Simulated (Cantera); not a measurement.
borazine + H₂O + O₂ (boron, boron nitride and boron oxide)

A closed system holds: 1 mol borazine, 4.7 mol H₂O, 0.064 mol O₂, at 2073.15 K and 33000 Pa.

Cantera equilibrium calculation (NASA polynomials, part measured and part estimated; ideal gas, pure solids and liquids). Candidate condensed phases: B, BN, B₂O₃, B₃O₃H₃, H₂O; 39 gas species. The feed counts by its element totals alone. Kinetics and transport are ignored.

The x(H₂) is 0.645, the x(N₂) is 0.140 and the x(HBO₂) comes out as 0.0846. The x(B₂O₃) is 0.0743, the x(HBO) is 0.0344 and the x(H₂O) comes out as 0.0112. The x(B₂O₂) is 0.00450, the x(H) comes out as 0.00368 and the x(BO) is 0.00266. The gas amount is 10.73 mol and the log10 activity of B(s) (absent) comes out as -2.69.
